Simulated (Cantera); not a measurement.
Low-pressure radical oxidation in H2/O2

A perfectly stirred reactor is fed with H2 : O2 = 0.12 : 1 (molar parts), at 0.0133 bar; it is held at 1150 K, and followed from long to short residence time.

Computed with Cantera and GRI-Mech 3.0 (53 species, 325 reactions). Radical loss at walls, strong at low pressure, is not modelled. The temperature is held fixed by assumption; the heat of reaction is taken as removed at once.

```json
[
 {"τ (s)": "26", "x H2": "5.11e-5", "x O2": "0.886", "x HO2": "9.21e-7", "x H2O": "0.113", "x H": "1.38e-5"},
 {"τ (s)": "8.5", "x H2": "0.000104", "x O2": "0.886", "x HO2": "1.54e-6", "x H2O": "0.113", "x H": "4.21e-5"},
 {"τ (s)": "2.7", "x H2": "0.000214", "x O2": "0.885", "x HO2": "2.42e-6", "x H2O": "0.112", "x H": "0.000132"},
 {"τ (s)": "0.89", "x H2": "0.000423", "x O2": "0.883", "x HO2": "3.50e-6", "x H2O": "0.112", "x H": "0.000393"},
 {"τ (s)": "0.29", "x H2": "0.000831", "x O2": "0.880", "x HO2": "4.71e-6", "x H2O": "0.110", "x H": "0.00116"},
 {"τ (s)": "0.094", "x H2": "0.00161", "x O2": "0.873", "x HO2": "5.84e-6", "x H2O": "0.107", "x H": "0.00327"},
 {"τ (s)": "0.031", "x H2": "0.00302", "x O2": "0.863", "x HO2": "6.65e-6", "x H2O": "0.102", "x H": "0.00814"},
 {"τ (s)": "0.010", "x H2": "0.00566", "x O2": "0.849", "x HO2": "7.00e-6", "x H2O": "0.0930", "x H": "0.0166"},
 {"τ (s)": "0.0032", "x H2": "0.0111", "x O2": "0.840", "x HO2": "6.98e-6", "x H2O": "0.0813", "x H": "0.0251"},
 {"τ (s)": "0.0011", "x H2": "0.0227", "x O2": "0.843", "x HO2": "6.65e-6", "x H2O": "0.0669", "x H": "0.0280"},
 {"τ (s)": "0.00034", "x H2": "0.0524", "x O2": "0.860", "x HO2": "5.60e-6", "x H2O": "0.0410", "x H": "0.0203"}
]
```
x: mole fraction; the columns are a selection and need not sum to one.
